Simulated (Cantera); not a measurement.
Input: 1 mol SiHCl₃, 0.53 mol NH₃, 97 mol H₂, held at 96.0 Pa.

These are equilibrium values from Cantera (NASA tables, ideal gas, pure condensed phases), not measurements of a reactor. Candidate condensed phases: NH₄Cl, Si, Si₃N₄; 28 gas species. Mutual solubility and eutectic melting of coexisting phases are not modelled. Gases not in the tables: Si₂H₆ and higher silanes. Equilibrium is a limit: real reactors are often held back by kinetics, nucleation or transport.

**Question.** Which condensed phases are stable at each of these points (T (K)): 775, 875, 975, 1075, 1175, 1275, 1375, 1475, 1575, 1675, 1775, 1875, 1975, 2075?

**Answer.** 
```tsv
T (K)	condensed phases	Si condensed (%)
775	Si₃N₄(s)	39.8
875	Si(s) + Si₃N₄(s)	44.5
975	Si(s) + Si₃N₄(s)	69.3
1075	Si(s) + Si₃N₄(s)	82.3
1175	Si(s) + Si₃N₄(s)	82.7
1275	Si(s) + Si₃N₄(s)	81.3
1375	Si(s)	79.9
1475	Si(s)	78.4
1575	Si(s)	76.5
1675	Si(s)	70.8
1775	Si(l)	52.2
1875	gas only	0.0
1975	gas only	0.0
2075	gas only	0.0
```

At 775 K the condensed part is Si₃N₄(s). From 875 K to 1275 K the condensed part is Si(s) + Si₃N₄(s). From 1375 K to 1675 K the condensed part is Si(s). At 1775 K the condensed part is Si(l). From 1875 K to 2075 K nothing is condensed.
